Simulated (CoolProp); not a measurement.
R11 along the isobar 25600 kPa: density (kg/m³) from the reference equation and from simpler models built on Tc = 198.0 °C, pc = 4408 kPa, ω = 0.189; each cubic takes its own stable root.

Model: reference Helmholtz-energy equation of state, Jacobsen 1992, in CoolProp.

```json
[
 {"T (°C)": "-82.25", "phase": "liquid", "reference": "1736"},
 {"T (°C)": "-69.85", "phase": "liquid", "reference": "1713"},
 {"T (°C)": "-57.35", "phase": "liquid", "reference": "1689"},
 {"T (°C)": "-44.85", "phase": "liquid", "reference": "1666"},
 {"T (°C)": "-32.45", "phase": "liquid", "reference": "1642"},
 {"T (°C)": "-19.95", "phase": "liquid", "reference": "1619"},
 {"T (°C)": "-7.55", "phase": "liquid", "reference": "1596"},
 {"T (°C)": "4.95", "phase": "liquid", "reference": "1572"},
 {"T (°C)": "17.35", "phase": "liquid", "reference": "1548"},
 {"T (°C)": "29.85", "phase": "liquid", "reference": "1524"},
 {"T (°C)": "42.25", "phase": "liquid", "reference": "1500"},
 {"T (°C)": "54.75", "phase": "liquid", "reference": "1475"},
 {"T (°C)": "67.25", "phase": "liquid", "reference": "1451"}
]
```

Question: How far does each simpler model (van der Waals, Redlich-Kwong, Soave-Redlich-Kwong) lie from the reference over these 13 states: mean and median of the absolute difference, and the worst?

Answer: 
- van der Waals: mean 34.2 %, median 34.3 %, worst -36.3 % at -82.25 °C and 25600 kPa
- Redlich-Kwong: mean 5.8 %, median 5.7 %, worst -7.1 % at -82.25 °C and 25600 kPa
- Soave-Redlich-Kwong: mean 4.9 %, median 4.7 %, worst -6.7 % at -82.25 °C and 25600 kPa
